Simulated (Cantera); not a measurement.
Feed: 1 mol SiC, 0.86 mol N2O, a varied amount of H2, held at 1323.15 K and 0.0233 Torr.

These are equilibrium values from Cantera (NASA tables, ideal gas, pure condensed phases), not measurements of a reactor. Candidate condensed phases: C, C6H6, C7H8, C8H18, H2O, Si, SiC, SiO2, Si2N2O, Si3N4; 151 gas species. Mutual solubility and eutectic melting of coexisting phases are not modelled. Rates play no part.

Task: What share of the Si ends up in condensed phases as a function of n(H2) (mol), at 19, 25, 33, 43, 58, 76, 100, 130, 180, 240?

Result: 
| n(H2) (mol) | Si condensed (%) | as |
|---|---|---|
| 19 | 91.3 | SiC(s) + Si2N2O(s) |
| 25 | 88.0 | SiC(s) + Si2N2O(s) |
| 33 | 83.5 | SiC(s) + Si2N2O(s) |
| 43 | 77.9 | SiC(s) + Si2N2O(s) |
| 58 | 69.5 | SiC(s) + Si2N2O(s) |
| 76 | 59.8 | SiC(s) + Si2N2O(s) |
| 100 | 57.0 | SiC(s) |
| 130 | 57.0 | SiC(s) |
| 180 | 57.0 | SiC(s) |
| 240 | 57.0 | SiC(s) |
